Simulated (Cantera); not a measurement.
**Silicon etching in halogen gases: Si + HCl + N2**

Charge: 1 mol Si, a varied amount of HCl, 12 mol N2, held at 1325 K and 0.620 bar.

Method: chemical equilibrium by Gibbs-energy minimisation in Cantera with the NASA 1993 tables (ideal gas, pure condensed phases). Candidate condensed phases: NH4Cl, Si, Si3N4; 28 gas species. N2 is the only nitrogen source here; it is nearly inert below about 1500 K, so the nitride shown seldom forms there in practice. The tables' values for SiCl3 are old estimates; treat these amounts as uncertain. Rates play no part.

From 1.1 mol HCl to 7 mol HCl the condensed part is Si3N4(s). From 8.9 mol HCl to 15 mol HCl nothing is condensed. The main Si-bearing gas is SiCl4 throughout.

```csv
n(HCl) (mol),x N2,x HCl,x H2,x SiCl4,x SiCl3,x SiHCl3,x SiCl2,n Si3N4(s)
1.1,0.918,0.0601,0.0142,0.00676,0.000349,8.18e-5,9.80e-5,0.303
3.1,0.805,0.132,0.0418,0.0200,0.000807,0.000324,0.000176,0.231
5,0.723,0.180,0.0644,0.0309,0.00114,0.000567,0.000227,0.156
7,0.655,0.217,0.0845,0.0407,0.00142,0.000811,0.000269,0.0731
8.9,0.602,0.249,0.0984,0.0474,0.00156,0.000959,0.000277,0
11,0.545,0.320,0.0895,0.0436,0.00106,0.000625,0.000141,0
13,0.500,0.376,0.0824,0.0403,0.000801,0.000452,8.65e-5,0
15,0.461,0.424,0.0762,0.0374,0.000635,0.000344,5.85e-5,0
```
x: gas mole fraction; n: condensed amount in mol.
